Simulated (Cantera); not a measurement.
Cantera run:

```python
import numpy as np
import cantera as ct

gas_names = [...]  # 136 gases of nasa_gas.yaml made of C, H, N, O
cond_names = """
    C(gr) C6H6(L) C7H8(L) C8H18(L),n-octa H2O(s) H2O(L)
""".split()


# ... load() reads the species with a 1 bar reference pressure and builds the phases ...
atoms = {
    'C3H6': {'C': 3, 'H': 6},
    'O2': {'O': 2},
    'N2': {'N': 2},
}
top_T = {'C(gr)': 4500}  # K; cautious upper limits of use, not melting points


# ... equilibrate(T, P, feed) seeds the gas with the atoms and calls Mixture.equilibrate('TP', solver="vcs", rtol=1e-11, max_steps=5000) ...
results = []
feed = {'C3H6': 1, 'O2': 0.53, 'N2': 39}  # mol
P = 1200  # Pa
for T in [2573, 2623, 2673, 2723, 2773, 2823, 2873]:
    mix = equilibrate(T, P, feed)
    results.append((T, P, feed, dict(zip(mix.species_names, mix.species_moles))))
    x = sorted(zip(gas.X, gas.species_names), reverse=True)
    print(f"T = {T:g} K  P = {P:g} Pa  gas = {mix.phase_moles(0):.4g} mol")
    print("   x: " + "  ".join(f"{s} {v:.3e}" for v, s in x if v > 0.001))
    print("   condensed (mol): " + ("  ".join(f"{mix.phase(i).name} {mix.phase_moles(i):.4g}"
          for i in range(1, mix.n_phases) if mix.phase_moles(i) > 1e-12) or "none"))
```

Output:

```
T = 2573 K  P = 1200 Pa  gas = 44.34 mol
   x: N2 8.708e-01  H 5.562e-02  H2 3.147e-02  CO 2.391e-02  HCN 1.400e-02  HNC 1.778e-03  CN 1.582e-03
   condensed (mol): C(gr) 1.094
T = 2623 K  P = 1200 Pa  gas = 44.54 mol
   x: N2 8.662e-01  H 6.318e-02  H2 2.700e-02  CO 2.380e-02  HCN 1.452e-02  CN 2.317e-03  HNC 1.945e-03
   condensed (mol): C(gr) 0.999
T = 2673 K  P = 1200 Pa  gas = 44.75 mol
   x: N2 8.612e-01  H 7.055e-02  CO 2.369e-02  H2 2.273e-02  HCN 1.484e-02  CN 3.344e-03  HNC 2.093e-03
   condensed (mol): C(gr) 0.8789
T = 2723 K  P = 1200 Pa  gas = 44.97 mol
   x: N2 8.559e-01  H 7.748e-02  CO 2.357e-02  H2 1.878e-02  HCN 1.497e-02  CN 4.760e-03  HNC 2.217e-03
   condensed (mol): C(gr) 0.7132
T = 2773 K  P = 1200 Pa  gas = 45.23 mol
   x: N2 8.501e-01  H 8.375e-02  CO 2.344e-02  H2 1.523e-02  HCN 1.489e-02  CN 6.684e-03  HNC 2.313e-03  C3 1.881e-03
   condensed (mol): C(gr) 0.4668
T = 2823 K  P = 1200 Pa  gas = 45.52 mol
   x: N2 8.432e-01  H 8.920e-02  CO 2.329e-02  HCN 1.463e-02  H2 1.215e-02  CN 9.266e-03  C3 3.484e-03  HNC 2.378e-03
   condensed (mol): C(gr) 0.08113
T = 2873 K  P = 1200 Pa  gas = 45.77 mol
   x: N2 8.389e-01  H 9.552e-02  CO 2.316e-02  HCN 1.255e-02  CN 1.100e-02  H2 9.911e-03  C3 4.090e-03  HNC 2.133e-03  C 1.035e-03
   condensed (mol): none
```

Method: chemical equilibrium by Gibbs-energy minimisation in Cantera with the NASA 1993 tables (ideal gas, pure condensed phases).
